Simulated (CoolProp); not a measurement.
Dimethyl carbonate along the isotherm 326.85 °C: density (kg/m³) from the reference equation and from simpler models built on Tc = 283.9 °C, pc = 49.09 bar, ω = 0.346; each cubic takes its own stable root.

The numbers come from the reference Helmholtz-energy equation of state, Zhou 2011 in CoolProp.

```json
[
 {"p (bar)": "16.4", "phase": "gas", "reference": "32.71", "ideal gas": "29.61", "van der Waals": "32.50", "Redlich-Kwong": "32.79", "Soave-Redlich-Kwong": "32.59", "Peng-Robinson": "33.00"},
 {"p (bar)": "32.7", "phase": "gas", "reference": "73.94", "ideal gas": "59.04", "van der Waals": "73.30", "Redlich-Kwong": "74.44", "Soave-Redlich-Kwong": "73.14", "Peng-Robinson": "75.10"},
 {"p (bar)": "49.1", "phase": "supercritical", "reference": "132.2", "ideal gas": "88.66", "van der Waals": "133.5", "Redlich-Kwong": "134.6", "Soave-Redlich-Kwong": "128.7", "Peng-Robinson": "134.2"},
 {"p (bar)": "65.5", "phase": "supercritical", "reference": "227.5", "ideal gas": "118.3", "van der Waals": "268.2", "Redlich-Kwong": "244.4", "Soave-Redlich-Kwong": "214.7", "Peng-Robinson": "227.3"},
 {"p (bar)": "81.8", "phase": "supercritical", "reference": "368.3", "ideal gas": "147.7", "van der Waals": "357.3", "Redlich-Kwong": "373.4", "Soave-Redlich-Kwong": "326.7", "Peng-Robinson": "349.7"},
 {"p (bar)": "98.2", "phase": "supercritical", "reference": "466.3", "ideal gas": "177.3", "van der Waals": "394.3", "Redlich-Kwong": "438.3", "Soave-Redlich-Kwong": "401.8", "Peng-Robinson": "435.3"},
 {"p (bar)": "115", "phase": "supercritical", "reference": "521.9", "ideal gas": "207.6", "van der Waals": "418.8", "Redlich-Kwong": "480.0", "Soave-Redlich-Kwong": "450.2", "Peng-Robinson": "491.0"},
 {"p (bar)": "131", "phase": "supercritical", "reference": "557.3", "ideal gas": "236.5", "van der Waals": "436.2", "Redlich-Kwong": "509.3", "Soave-Redlich-Kwong": "483.6", "Peng-Robinson": "529.6"},
 {"p (bar)": "147", "phase": "supercritical", "reference": "583.9", "ideal gas": "265.4", "van der Waals": "450.4", "Redlich-Kwong": "533.0", "Soave-Redlich-Kwong": "510.0", "Peng-Robinson": "560.0"},
 {"p (bar)": "164", "phase": "supercritical", "reference": "606.2", "ideal gas": "296.1", "van der Waals": "462.9", "Redlich-Kwong": "554.0", "Soave-Redlich-Kwong": "533.2", "Peng-Robinson": "586.7"},
 {"p (bar)": "180", "phase": "supercritical", "reference": "623.7", "ideal gas": "325.0", "van der Waals": "473.1", "Redlich-Kwong": "571.0", "Soave-Redlich-Kwong": "551.9", "Peng-Robinson": "608.1"},
 {"p (bar)": "196", "phase": "supercritical", "reference": "638.6", "ideal gas": "353.9", "van der Waals": "482.1", "Redlich-Kwong": "586.1", "Soave-Redlich-Kwong": "568.3", "Peng-Robinson": "626.8"},
 {"p (bar)": "213", "phase": "supercritical", "reference": "652.5", "ideal gas": "384.6", "van der Waals": "490.7", "Redlich-Kwong": "600.4", "Soave-Redlich-Kwong": "583.8", "Peng-Robinson": "644.5"},
 {"p (bar)": "229", "phase": "supercritical", "reference": "664.2", "ideal gas": "413.5", "van der Waals": "498.0", "Redlich-Kwong": "612.6", "Soave-Redlich-Kwong": "597.0", "Peng-Robinson": "659.4"},
 {"p (bar)": "245", "phase": "supercritical", "reference": "674.7", "ideal gas": "442.4", "van der Waals": "504.6", "Redlich-Kwong": "623.8", "Soave-Redlich-Kwong": "609.0", "Peng-Robinson": "673.0"}
]
```
